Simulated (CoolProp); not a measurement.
A simple Rankine cycle with cyclopentane: condensing at 333.15 K, boiler at 1.45 MPa, turbine inlet 450.3 K, turbine efficiency 0.75, pump efficiency 0.8, no recuperator. Each further row changes one setting.

Model: reference Helmholtz-energy equation of state, Gedanitz 2015, in CoolProp.

```json
[
 {"case": "as stated", "thermal efficiency (%)": "13.8", "net work (kJ/kg)": "74.7", "heat in (kJ/kg)": "543", "turbine exit temperature (K)": "389.9", "volume ratio over the turbine": "?"},
 {"case": "turbine inlet 470.3 K", "thermal efficiency (%)": "13.6", "net work (kJ/kg)": "?", "heat in (kJ/kg)": "?", "turbine exit temperature (K)": "?", "volume ratio over the turbine": "10.5"},
 {"case": "condensing temperature 325.15 K", "thermal efficiency (%)": "14.8", "net work (kJ/kg)": "82.7", "heat in (kJ/kg)": "559", "turbine exit temperature (K)": "384.5", "volume ratio over the turbine": "?"},
 {"case": "boiler pressure 1.01 MPa", "thermal efficiency (%)": "12.0", "net work (kJ/kg)": "66.6", "heat in (kJ/kg)": "?", "turbine exit temperature (K)": "?", "volume ratio over the turbine": "7.12"},
 {"case": "turbine efficiency 0.65", "thermal efficiency (%)": "11.9", "net work (kJ/kg)": "64.4", "heat in (kJ/kg)": "543", "turbine exit temperature (K)": "?", "volume ratio over the turbine": "10.9"}
]
```

Question: What belongs in the gaps?

Answer: 
- as stated, volume ratio over the turbine: 10.7
- turbine inlet 470.3 K, net work (kJ/kg): 80.0
- turbine inlet 470.3 K, heat in (kJ/kg): 587
- turbine inlet 470.3 K, turbine exit temperature (K): 412.3
- condensing temperature 325.15 K, volume ratio over the turbine: 13.7
- boiler pressure 1.01 MPa, heat in (kJ/kg): 556
- boiler pressure 1.01 MPa, turbine exit temperature (K): 402.4
- turbine efficiency 0.65, turbine exit temperature (K): 396.0
